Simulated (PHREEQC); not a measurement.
Dissolve 35 mmol/kgw HF, 0.35 mmol/kgw (CH3)4NF and 0.78 mmol/kgw H2SO4 at 25 °C. Closed to the air; pH follows from the charge balance.

Model: ion-association model, phreeqc.dat, run in PHREEQC.

| Quantity | Value |
|---|---|
| pH | 2.28 |
| ionic strength | 0.00657 mol/kgw |
| total alkalinity | -36.6 meq/kg |

| species | molality | activity | log γ |
|---|---|---|---|
| HF | 0.0302 | 0.0302 | 0.001 |
| H+ | 0.00567 | 0.00525 | -0.033 |
| F- | 0.00419 | 0.00384 | -0.038 |
| SO4-2 | 0.000558 | 0.000399 | -0.146 |
| HF2- | 0.000486 | 0.000446 | -0.037 |
| (CH3)4N+ | 0.000350 | 0.000321 | -0.037 |
| HSO4- | 0.000222 | 0.000203 | -0.037 |

Precipitation was switched off in this run. (CH3)4N+ isn't in the database: it is added as a free cation with an ion size of 4 Å.
